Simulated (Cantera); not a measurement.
**Low-pressure radical oxidation in H2/O2**

An isothermal, constant-pressure homogeneous reactor starts with 0.498 % H2, 41.5 % O2, 58.0 % N2, equivalence ratio 0.0060, at 1125 K and 20.0 Torr.

Computed with Cantera and GRI-Mech 3.0 (53 species, 325 reactions). Radical loss at walls, strong at low pressure, is not modelled.

```json
[
 {"t (s)": "4.00e-5", "x H2": "0.00498", "x O2": "0.415", "x HO2": "3.34e-11", "x NO2": "<1e-12", "x N2O": "<1e-12", "x H2O": "<1e-12", "x NO": "<1e-12"},
 {"t (s)": "0.000237", "x H2": "0.00498", "x O2": "0.415", "x HO2": "1.99e-10", "x NO2": "<1e-12", "x N2O": "<1e-12", "x H2O": "3.38e-11", "x NO": "<1e-12"},
 {"t (s)": "0.00140", "x H2": "0.00498", "x O2": "0.415", "x HO2": "1.21e-9", "x NO2": "<1e-12", "x N2O": "<1e-12", "x H2O": "3.05e-9", "x NO": "<1e-12"},
 {"t (s)": "0.00828", "x H2": "0.00483", "x O2": "0.414", "x HO2": "8.67e-7", "x NO2": "<1e-12", "x N2O": "8.47e-12", "x H2O": "0.000107", "x NO": "<1e-12"},
 {"t (s)": "0.0490", "x H2": "1.65e-5", "x O2": "0.411", "x HO2": "9.88e-7", "x NO2": "3.25e-12", "x N2O": "1.12e-8", "x H2O": "0.00479", "x NO": "1.27e-8"},
 {"t (s)": "0.290", "x H2": "2.32e-6", "x O2": "0.413", "x HO2": "3.72e-7", "x NO2": "1.32e-11", "x N2O": "2.29e-8", "x H2O": "0.00494", "x NO": "1.96e-8"},
 {"t (s)": "1.71", "x H2": "1.11e-7", "x O2": "0.413", "x HO2": "5.15e-8", "x NO2": "3.74e-11", "x N2O": "2.68e-8", "x H2O": "0.00498", "x NO": "2.10e-8"},
 {"t (s)": "10.1", "x H2": "6.24e-9", "x O2": "0.413", "x HO2": "4.72e-9", "x NO2": "4.39e-11", "x N2O": "2.75e-8", "x H2O": "0.00499", "x NO": "2.14e-8"},
 {"t (s)": "60.0", "x H2": "6.15e-10", "x O2": "0.413", "x HO2": "8.49e-10", "x NO2": "4.61e-11", "x N2O": "2.54e-8", "x H2O": "0.00499", "x NO": "2.15e-8"}
]
```
x: mole fraction; the columns are a selection and need not sum to one.

Equilibrium at this temperature and pressure: H2 1.15e-10, O2 0.413, HO2 8.26e-10, NO2 7.29e-7, N2O 1.33e-9, H2O 0.00499, NO 0.000129 (gas phase only).
